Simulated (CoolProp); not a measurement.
Ammonia at 623.16 K and 0.241 MPa is throttled through a valve to 0.0161 MPa with no heat exchange. Each further row changes one setting.

Computed with CoolProp (reference Helmholtz-energy equation of state, Gao 2020).

| case | final density (kg/m³) |
|---|---|
| as stated | 0.0530 |
| outlet pressure 0.00483 MPa | 0.0159 |
| outlet pressure 0.0209 MPa | 0.0688 |
